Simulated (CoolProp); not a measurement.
Vapour-liquid equilibrium of n-butane (1) + cis-2-butene (2) at 0.0355 MPa; x and y are mole fractions of (1).

Model: multi-fluid Helmholtz-energy mixture model, Bücker 2006 and Lemmon 2005; pair parameters Bell 2016, in CoolProp.

```csv
x,bubble temperature (°C),y at the bubble point,dew temperature at overall composition x (°C),liquid density (mol/L)
0.05,-21.3,0.067,-21.2,11.83
0.2,-22.3,0.245,-22.1,11.66
0.35,-23.1,0.402,-22.9,11.49
0.5,-23.7,0.547,-23.5,11.32
0.65,-24.3,0.686,-24.1,11.15
0.8,-24.7,0.821,-24.6,11.00
0.95,-25.1,0.956,-25.1,10.84
```

No azeotrope shows between x = 0.05 and 0.95.

Pair parameters are fitted to limited data, so mixtures are less certain than the pure fluids.
